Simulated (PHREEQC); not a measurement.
1.1 g of hydrous ferric oxide (600 m²/g; 0.2 weak and 0.005 strong sites per Fe, Dzombak-Morel constants, diffuse double layer) in 1 kg of water with 0.1 mol/kgw of an inert sodium salt and 6.4e-05 mol NaF and 8.1e-06 mol Na2SeO4, at 25 °C; the pH is set by adding NaOH or the inert anion's acid. Oxygen alone is held at its pressure in air (log pO2 = -0.68). The system is closed to CO2. Precipitation was switched off in this run.

The numbers come from PHREEQC with the ion-association model, wateq4f.dat.

| pH | F sorbed (%) | Se sorbed (%) | surface charge σ (C/m²) | surface potential ψ (mV) |
|---|---|---|---|---|
| 3 | 88.7 | 99.7 | 0.353 | 151 |
| 3.5 | 92.1 | 99.7 | 0.340 | 149 |
| 4 | 92.5 | 99.6 | 0.312 | 145 |
| 4.5 | 91.1 | 99.3 | 0.265 | 137 |
| 5 | 87.5 | 98.4 | 0.209 | 125 |
| 5.5 | 80.4 | 95.4 | 0.154 | 109 |
| 6 | 68.4 | 85.1 | 0.108 | 92 |
| 6.5 | 51.1 | 57.1 | 0.072 | 73 |
| 7 | 31.8 | 21.0 | 0.044 | 52 |
| 7.5 | 16.1 | 4.4 | 0.022 | 29 |
| 8 | 7.0 | 0.7 | 0.004 | 5 |
| 8.5 | 2.8 | 0.1 | -0.014 | -19 |
| 9 | 1.1 | 0.0 | -0.034 | -43 |

The oxide is taken as insoluble; below pH 4 it would dissolve.
